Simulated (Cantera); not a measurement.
# Adiabatic ignition

An adiabatic, constant-pressure homogeneous reactor starts with C3H8 : O2 : N2 : CO2 = 1 : 11.4 : 42.7 : 4 (molar parts), equivalence ratio 0.44, at 1750 K and 1000000 Pa.

Cantera simulation using GRI-Mech 3.0 (53 species, 325 reactions); the numbers are that mechanism's predictions, not measurements. GRI-Mech 3.0 was tuned for natural gas; its chemistry of propane as a main component is partial and can be far from experiment.

| t (s) | T (K) | x C3H8 | x O2 | x CO2 | x C2H4 | x HO2 |
|---|---|---|---|---|---|---|
| 3.00e-6 | 2028 | 3.86e-6 | 0.143 | 0.0669 | 0.00226 | 0.000358 |
| 8.54e-6 | 2372 | <1e-12 | 0.110 | 0.0950 | <1e-12 | 2.14e-5 |
| 2.43e-5 | 2504 | <1e-12 | 0.107 | 0.108 | <1e-12 | 1.30e-5 |
| 6.93e-5 | 2529 | <1e-12 | 0.106 | 0.111 | <1e-12 | 1.30e-5 |
| 0.000197 | 2528 | <1e-12 | 0.106 | 0.111 | <1e-12 | 1.29e-5 |
| 0.000562 | 2526 | <1e-12 | 0.105 | 0.111 | <1e-12 | 1.28e-5 |
| 0.00160 | 2520 | <1e-12 | 0.103 | 0.111 | <1e-12 | 1.24e-5 |
| 0.00456 | 2510 | <1e-12 | 0.101 | 0.112 | <1e-12 | 1.19e-5 |
| 0.0130 | 2504 | <1e-12 | 0.0989 | 0.112 | <1e-12 | 1.16e-5 |
| 0.0370 | 2503 | <1e-12 | 0.0987 | 0.112 | <1e-12 | 1.16e-5 |
| 0.105 | 2503 | <1e-12 | 0.0987 | 0.112 | <1e-12 | 1.16e-5 |
| 0.300 | 2503 | <1e-12 | 0.0987 | 0.112 | <1e-12 | 1.16e-5 |
x: mole fraction; the columns are a selection and need not sum to one.

time of steepest temperature rise: 3.04 µs
temperature at 0.300 s: 2503 K
equilibrium temperature: 2503 K
x(C3H8) at 0.300 s: <1e-12 (gas-phase equilibrium <1e-12)
x(O2) at 0.300 s: 0.0987 (gas-phase equilibrium 0.0987)
x(CO2) at 0.300 s: 0.112 (gas-phase equilibrium 0.112)
